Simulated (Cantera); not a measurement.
A closed system holds: 1 mol MgCl2, 1.2 mol H2, held at 0.000220 bar.

Method: chemical equilibrium by Gibbs-energy minimisation in Cantera with the NASA 1993 tables (ideal gas, pure condensed phases). Candidate condensed phases: Mg, MgCl2; 10 gas species. Kinetics and transport are ignored.

Question: At 1198 K, list the 4 most abundant gas species with their mole fractions, and the condensed phases.

Answer: H2 0.540, MgCl2 0.449, HCl 0.00716, Mg 0.00352. Condensed: gas only.
